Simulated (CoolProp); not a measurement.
Saturation properties of dodecamethylcyclohexasiloxane (D6) (Tc = 372.6 °C, pc = 9.614 bar, ω = 0.736).

Values from CoolProp's reference Helmholtz-energy equation of state, Colonna 2008. It is a short technical equation, of lower accuracy than the large ones.

| T (°C) | p (bar) | vapour density (kg/m³) | surface tension (mN/m) |
|---|---|---|---|
| 148.95 | 0.06264 | 0.8025 | 9.42 |
| 159.15 | 0.09112 | 1.144 | 8.74 |
| 169.45 | 0.1300 | 1.602 | 8.08 |
| 179.65 | 0.1809 | 2.192 | 7.44 |
| 189.85 | 0.2469 | 2.947 | 6.83 |
| 200.15 | 0.3320 | 3.911 | 6.22 |
| 210.35 | 0.4382 | 5.104 | 5.65 |
| 220.55 | 0.5697 | 6.579 | 5.09 |
| 230.85 | 0.7326 | 8.407 | 4.55 |
| 241.05 | 0.9282 | 10.62 | 4.04 |
| 251.25 | 1.163 | 13.29 | 3.56 |
| 261.55 | 1.445 | 16.57 | 3.09 |
| 271.75 | 1.775 | 20.49 | 2.65 |
| 281.95 | 2.162 | 25.23 | 2.23 |
| 292.25 | 2.617 | 31.05 | 1.84 |

It boils at 245.0 °C under 1 atm.

Surface tension comes from a separate correlation (Mulero 2014).
